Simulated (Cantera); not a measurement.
Source: NASA polynomial tables (part measured, part estimated), evaluated in Cantera. Values are per mole of reaction as written; species without (g) are pure solids or liquids, kept so even where they would boil at 1 bar.

P4O10 + 5 N(g) ⇌ 5 NO2(g) + P4(g), with ΔH° = 876.4 kJ and ΔS° = 485.2 J/K at 300 K.

### Question
How far is the shortcut ΔG° ≈ ΔH°(300 K) − T·ΔS°(300 K) from the full temperature-dependent value at 350, 400, 450, 500, 550 K?

### Answer
| T (K) | shortcut (kJ) | full (kJ) | difference (kJ) | difference in log10 K |
|---|---|---|---|---|
| 350 | 706.6 | 706.8 | -0.3 | 0.04 |
| 400 | 682.3 | 683.4 | -1.1 | 0.14 |
| 450 | 658.0 | 660.5 | -2.4 | 0.28 |
| 500 | 633.8 | 638.2 | -4.4 | 0.46 |
| 550 | 609.5 | 616.4 | -6.8 | 0.65 |
The shortcut ignores the heat-capacity change of the reaction.
